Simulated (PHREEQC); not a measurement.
Dissolve 0.28 mol/kgw AlCl3 and 0.037 mol/kgw FeCl3 at 25 °C. Closed to the air; pH follows from the charge balance.

The numbers come from PHREEQC with the ion-association model, phreeqc.dat.

Each row changes one thing in this solution. No solid was allowed to form.

```tsv
case	pH	ionic strength (mol/kgw)	Cl- (mol/kgw)	FeCl+2 (mol/kgw)	FeCl2+ (mol/kgw)	Fe+3 (mol/kgw)	SI of Gibbsite (Al(OH)3)
as made	2.58	1.78	0.909	0.0198	0.0108	0.00300	-2.18
temperature from 25 to 50 °C	2.38	1.79	0.914	0.0245	0.00595	0.00187	-1.55
diluted 2-fold with water	2.56	0.901	0.460	0.00928	0.00317	0.00266	-2.43
AlCl3 from 0.28 to 0.028 mol/kgw	2.10	0.326	0.175	0.0147	0.00276	0.00970	-4.34
temperature from 25 to 40 °C	2.46	1.78	0.912	0.0230	0.00762	0.00227	-1.79
AlCl3 from 0.28 to 0.14 mol/kgw	2.42	0.959	0.497	0.0197	0.00711	0.00525	-2.87
```

The ionic strength passes 0.7 mol/kgw, the rough limit of the ion-association models, in as made; temperature from 25 to 50 °C; diluted 2-fold with water; temperature from 25 to 40 °C; AlCl3 from 0.28 to 0.14 mol/kgw. Species that the database lacks are ignored. Some of these states are supersaturated (in Hematite (slow to form), Goethite (slow to form), for instance). Away from 25 °C the constants follow the database's enthalpies or fits; those with neither stay at their 25 °C values.
